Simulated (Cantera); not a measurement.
A closed system holds: 1 mol SiF4, a varied amount of NH3, at 1150 °C and 0.0630 bar.

Cantera equilibrium calculation (NASA polynomials, part measured and part estimated; ideal gas, pure solids and liquids). Candidate condensed phases: Si, Si3N4; 37 gas species. Equilibrium is a limit: real reactors are often held back by kinetics, nucleation or transport.

### Question
Which condensed phases are stable at each of these points (n(NH3) (mol)): 1.1, 1.3, 1.5, 1.7, 2, 2.4, 2.8, 3.3, 3.8, 4.5, 5.3, 6.2, 7.3?

### Answer
| n(NH3) (mol) | condensed phases | Si condensed (%) |
|---|---|---|
| 1.1 | gas only | 0.0 |
| 1.3 | gas only | 0.0 |
| 1.5 | gas only | 0.0 |
| 1.7 | gas only | 0.0 |
| 2 | gas only | 0.0 |
| 2.4 | gas only | 0.0 |
| 2.8 | gas only | 0.0 |
| 3.3 | gas only | 0.0 |
| 3.8 | gas only | 0.0 |
| 4.5 | gas only | 0.0 |
| 5.3 | gas only | 0.0 |
| 6.2 | gas only | 0.0 |
| 7.3 | Si3N4(s) | 0.0 |

From 1.1 mol NH3 to 6.2 mol NH3 nothing is condensed. At 7.3 mol NH3 the condensed part is Si3N4(s).
